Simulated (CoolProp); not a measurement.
Vapour-liquid equilibrium of ethane (1) + n-perfluorobutane (2) at 227.4 K; x and y are mole fractions of (1).

Computed with CoolProp (multi-fluid Helmholtz-energy mixture model, Bücker 2006 and Gao 2022; pair parameters Bell 2016).

Give the bubble pressure and the first vapour's composition at x = 0.05, 0.25, 0.85. Is there an azeotrope?

x = 0.05: 0.08448 MPa, y = 0.867; x = 0.25: 0.3302 MPa, y = 0.968; x = 0.85: 0.5582 MPa, y = 0.989. No azeotrope shows between x = 0.05 and 0.95.

Pair parameters are fitted to limited data, so mixtures are less certain than the pure fluids. With so large a gap from Raoult's law the liquid may split in two, which this calculation doesn't test in full.
